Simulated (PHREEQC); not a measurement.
Consider water at 45 °C with 63 mmol/kgw H3PO4 and 15 mmol/kgw Na2B4O7. Closed to the air; pH follows from the charge balance.

Model: ion-association model, wateq4f.dat, run in PHREEQC.

This is a speciation only: nothing precipitates in the calculation.

Q: Estimate the pH.

A: pH 2.31.

Q: In which forms is P present?

A: H2PO4- 57 %, H3PO4 43 % of the P.

Complexes and solids missing from the database can't appear. H3PO4, which wateq4f.dat lacks, is added to it with the constant of phreeqc.dat. At this temperature some constants are extrapolated from 25 °C, and those without enthalpy data are left unchanged.
